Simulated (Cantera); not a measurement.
Input: 1 mol TiO2, 2.3 mol H2, 1.1 mol H2O, at 0.100 bar.

Method: chemical equilibrium by Gibbs-energy minimisation in Cantera with the NASA 1993 tables (ideal gas, pure condensed phases). Candidate condensed phases: H2O, Ti, TiO, TiO2, Ti2O3, Ti3O5, Ti4O7; 12 gas species. Condensed phases not in the tables: Magnéli phases beyond Ti4O7. Gases not in the tables: TiO(OH)2. Equilibrium is a limit: real reactors are often held back by kinetics, nucleation or transport.

x: gas mole fraction; n: condensed amount in mol.

| T (°C) | x H2 | x H2O | x H | x OH | x TiO2 | x O | n TiO2(rutile) | n Ti4O7(l) |
|---|---|---|---|---|---|---|---|---|
| 1102 | 0.676 | 0.324 | 8.91e-6 | 7.67e-8 | <1e-12 | <1e-12 | 1.00 | 0 |
| 1177 | 0.676 | 0.324 | 2.46e-5 | 2.82e-7 | 1.81e-12 | 9.10e-12 | 1.00 | 0 |
| 1252 | 0.676 | 0.324 | ___ | ___ | ___ | ___ | 1.00 | 0 |
| 1327 | 0.676 | 0.324 | 0.000141 | 2.65e-6 | 2.20e-10 | 4.60e-10 | 1.00 | 0 |
| 1402 | 0.676 | 0.323 | 0.000302 | 6.99e-6 | 1.74e-9 | 2.52e-9 | 1.00 | 0 |
| 1477 | 0.676 | 0.323 | ___ | ___ | ___ | ___ | 1.00 | 0 |
| 1552 | 0.676 | 0.323 | 0.00114 | 3.83e-5 | 6.45e-8 | 4.98e-8 | 1.00 | 0 |
| 1627 | 0.675 | 0.323 | 0.00206 | 8.11e-5 | 3.15e-7 | 1.86e-7 | 1.000 | 0 |
| 1702 | 0.674 | 0.323 | 0.00355 | 0.000162 | 1.36e-6 | 6.29e-7 | 1.000 | 0 |
| 1777 | 0.599 | 0.395 | 0.00555 | 0.000401 | 5.25e-6 | 2.68e-6 | 0 | 0.250 |
| 1852 | 0.596 | 0.394 | 0.00887 | 0.000728 | 1.51e-5 | 7.67e-6 | 0 | 0.250 |
| 1927 | 0.592 | 0.393 | 0.0137 | 0.00127 | 4.02e-5 | 2.05e-5 | 0 | 0.250 |

Task: Fill in the missing entries.

Result: 
- 1477, x H: 0.000605
- 1477, x OH: 1.70e-5
- 1477, x TiO2: 1.15e-8
- 1477, x O: 1.19e-8
- 1252, x H: 6.15e-5
- 1252, x OH: 9.13e-7
- 1252, x TiO2: 2.25e-11
- 1252, x O: 7.12e-11
